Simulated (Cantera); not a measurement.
Input: 1 mol C2H5OH, 0.058 mol CO2, equilibrated at 12.0 Pa.

These are equilibrium values from Cantera (NASA tables, ideal gas, pure condensed phases), not measurements of a reactor. Candidate condensed phases: C, C6H6, C7H8, C8H18, H2O; 110 gas species. The numbers say what is thermodynamically allowed, not how fast it happens.

Over these rows the condensed part is C(graphite). Partial pressures as log10 of bar:

```
T (K)  1000/T (1/K)  log p C2H2 (acetylene)  log p H2  log p CO
-----  ------------  ----------------------  --------  --------
1098         0.9107                  -11.95     -4.06     -4.49
1298         0.7704                  -10.31     -4.06     -4.49
1498         0.6676                   -9.11     -4.06     -4.49
1698         0.5889                   -8.21     -4.06     -4.49
1898         0.5269                   -7.51     -4.09     -4.50
2098         0.4766                       ?     -4.18     -4.54
```

Task: Fit log p(C2H2 (acetylene)) = a + b·(1000/T) to the five rows, give the apparent enthalpy, and predict the row at 2098 K.

Result: Means: 1000/T = 0.6929, log p = -9.418. Sxy = -1.070752, Sxx = 0.0924552, so b = -11.58 and a = -9.418 − (-11.58)×0.6929 = -1.39.
Apparent enthalpy: −19.145 × (-11.58) = 222 kJ/mol. With the condensed phases at unit activity, 2 C(graphite) + H2(g) = C2H2 (acetylene)(g) links this pressure to the main gases: over the six rows their terms move log p by -0.12 in all, so the slope is close to that reaction's ΔH°. The five rows lie within 0.02 of the line.
Prediction at 2098 K: -1.39 + (-11.58)×0.4766 = -6.91. The computed value is -7.03, 0.12 from the line.
